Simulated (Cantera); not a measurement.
A closed system holds: 1 mol Si3N4, 0.91 mol CO2, 250 mol N2, at 1398 K and 1.33 mbar.

These are equilibrium values from Cantera (NASA tables, ideal gas, pure condensed phases), not measurements of a reactor. Candidate condensed phases: C, Si, SiC, SiO2, Si2N2O, Si3N4; 34 gas species. Mutual solubility and eutectic melting of coexisting phases are not modelled. Equilibrium is a limit: real reactors are often held back by kinetics, nucleation or transport.

Base state: N2 0.998, CO 0.00205, SiO 1.57e-5 (mole fractions); condensed: SiC(s) + Si2N2O(s).

Question: What changes in the equilibrium state with this change: CO2 from 0.91 to 0.16 mol?

Answer: 
| species | before | after |
|---|---|---|
| N2 | 0.998 | 1.000 |
| CO | 0.00205 | 0.000201 |
| SiO | 1.57e-5 | 7.24e-6 |
| SiC(s), mol | 0.395 | 0.110 |
| Si2N2O(s), mol | 1.30 | 0.268 |
| Si3N4(s), mol | 0 | 0.784 |
